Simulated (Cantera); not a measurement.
A freely propagating, adiabatic, planar premixed flame of H2 : O2 : N2 : H2O = 1 : 0.278 : 1.25 : 0.27 (molar parts), equivalence ratio 1.8, unburnt at 425 K and 64000 Pa; multicomponent transport, grid criteria slope 0.08 and curve 0.16, no radiation.

Model: the H2/O2 subset of GRI-Mech 3.0, which has no nitrogen chemistry, integrated in Cantera. Burning velocities carry a grid error of a few per cent, more on coarse grids.

Problem. Predict: laminar burning velocity; thermal thickness; peak x(H); peak x(HO2); peak x(O).

Solution. 
| Property | Result |
|---|---|
| laminar burning velocity | 348 cm/s |
| thermal thickness | 0.626 mm |
| peak x(H) | 0.0543 |
| peak x(HO2) | 0.000347 |
| peak x(O) | 0.00247 |
